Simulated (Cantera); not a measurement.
# Thermodynamics of hydrogen reduction and annealing atmospheres, feed Ta₂O₅ + H₂

Feed: 1 mol Ta₂O₅, 5.9 mol H₂, at 57.0 Pa.

Cantera equilibrium calculation (NASA polynomials, part measured and part estimated; ideal gas, pure solids and liquids). Candidate condensed phases: H₂O, Ta, Ta₂O₅; 12 gas species. Mutual solubility and eutectic melting of coexisting phases are not modelled. Condensed phases not in the tables: N, O or C dissolved in the metal. Equilibrium is a limit: real reactors are often held back by kinetics, nucleation or transport.

At 1150 °C the condensed part is Ta₂O₅(s). From 1250 °C to 1650 °C the condensed part is Ta(s) + Ta₂O₅(s). At 1750 °C the condensed part is Ta₂O₅(s).

```csv
T (°C),x H₂,x H,x TaO₂,x H₂O,x TaO,n Ta₂O₅(s),n Ta(s)
1150,1.000,0.000278,1.12e-9,4.88e-5,2.50e-10,1.000,0
1250,0.999,0.000968,3.00e-8,0.000113,6.40e-9,1.000,0.000266
1350,0.997,0.00289,5.29e-7,0.000233,1.09e-7,1.000,0.000550
1450,0.992,0.00761,6.62e-6,0.000439,1.32e-6,0.999,0.00103
1550,0.981,0.0180,6.21e-5,0.000765,1.22e-5,0.999,0.00171
1650,0.960,0.0387,0.000457,0.00124,8.82e-5,0.997,0.00212
1750,0.919,0.0762,0.00264,0.00200,0.000467,0.990,0
```
x: gas mole fraction; n: condensed amount in mol.
